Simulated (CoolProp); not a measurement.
Nitrous oxide at 495 K and 0.411 MPa is throttled through a valve to 0.0589 MPa with no heat exchange. Each further row changes one setting.

Values from CoolProp's reference Helmholtz-energy equation of state, Lemmon 2006. It is a short technical equation, of lower accuracy than the large ones.

| case | temperature change (K) | final density (kg/m³) |
|---|---|---|
| as stated | -1.2 | 0.632 |
| outlet pressure 0.0177 MPa | [?] | [?] |
| outlet pressure 0.0766 MPa | -1.2 | [?] |

Q: Fill in the missing entries.

A: 
- outlet pressure 0.0177 MPa, temperature change (K): -1.4
- outlet pressure 0.0177 MPa, final density (kg/m³): 0.190
- outlet pressure 0.0766 MPa, final density (kg/m³): 0.822
